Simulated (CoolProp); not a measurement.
Saturation properties of tetrahydrofuran.

Computed with CoolProp (reference Helmholtz-energy equation of state, Fiedler 2023).

```csv
T (K),p (MPa),vapour density (kg/m³),enthalpy of vaporisation (kJ/kg)
244.3,0.001080,0.03838,483.5
271.2,0.005756,0.1846,464.5
298.1,0.02159,0.6334,445.8
325.1,0.06295,1.713,426.6
352,0.1513,3.876,406.5
378.9,0.3155,7.724,384.8
405.8,0.5898,14.04,360.5
432.7,1.013,23.94,332.5
459.6,1.630,39.22,299.2
486.6,2.495,63.59,256.9
513.5,3.675,107.4,196.6
```

It boils at 339.1 K under 1 atm.
